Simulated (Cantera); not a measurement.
An adiabatic, constant-volume homogeneous reactor starts with CH₄ : O₂ : N₂ = 1 : 2.47 : 9.28 (molar parts), at 1823 K and 1.09 atm. Integrator tolerance rtol = 1e-08.

Model: GRI-Mech 3.0 (53 species, 325 reactions), integrated in Cantera.

**Question.** What does this change do: pressure from 1.09 atm to 8.49 atm?

**Answer.** 
| quantity | before | after |
|---|---|---|
| time of steepest temperature rise | 84.6 µs | 14.3 µs |
| temperature at 0.600 s | 2928 K | 3112 K |
| equilibrium temperature | 2928 K | 3112 K |
| x(CH₄) at 0.600 s | <1e-12 (gas-phase equilibrium <1e-12) | <1e-12 (gas-phase equilibrium <1e-12) |
| x(O₂) at 0.600 s | 0.0408 (gas-phase equilibrium 0.0408) | 0.0366 (gas-phase equilibrium 0.0366) |
| x(C₂H) at 0.600 s | <1e-12 (gas-phase equilibrium <1e-12) | <1e-12 (gas-phase equilibrium <1e-12) |
| x(HO₂) at 0.600 s | 1.36e-5 (gas-phase equilibrium 1.36e-5) | 3.07e-5 (gas-phase equilibrium 3.07e-5) |
| x(H₂O) at 0.600 s | 0.115 (gas-phase equilibrium 0.115) | 0.125 (gas-phase equilibrium 0.125) |
Above 3000 K some thermodynamic fits are extrapolated.

**Question.** What does this change do: 1.2 parts H2 added?

**Answer.** 
```csv
quantity,before,after
time of steepest temperature rise,84.6 µs,23.9 µs
temperature at 0.600 s,2928 K,3018 K
equilibrium temperature,2928 K,3018 K
x(CH₄) at 0.600 s,<1e-12 (gas-phase equilibrium <1e-12),<1e-12 (gas-phase equilibrium <1e-12)
x(O₂) at 0.600 s,0.0408 (gas-phase equilibrium 0.0408),0.0188 (gas-phase equilibrium 0.0188)
x(C₂H) at 0.600 s,<1e-12 (gas-phase equilibrium <1e-12),<1e-12 (gas-phase equilibrium <1e-12)
x(HO₂) at 0.600 s,1.36e-5 (gas-phase equilibrium 1.36e-5),1.04e-5 (gas-phase equilibrium 1.04e-5)
x(H₂O) at 0.600 s,0.115 (gas-phase equilibrium 0.115),0.154 (gas-phase equilibrium 0.154)
```
Above 3000 K some thermodynamic fits are extrapolated.
